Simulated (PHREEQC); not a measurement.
Make-up at 20 °C: 0.47 mol MgSO4, 0.77 mol KCl and 4.4 mol NaCl per kg of water. Closed to the air; pH follows from the charge balance.

All values are PHREEQC results (Pitzer model, pitzer.dat), not measurements.

Precipitation was switched off in this run.

Task: What activity of water does the model give?

Result: activity of water 0.778.
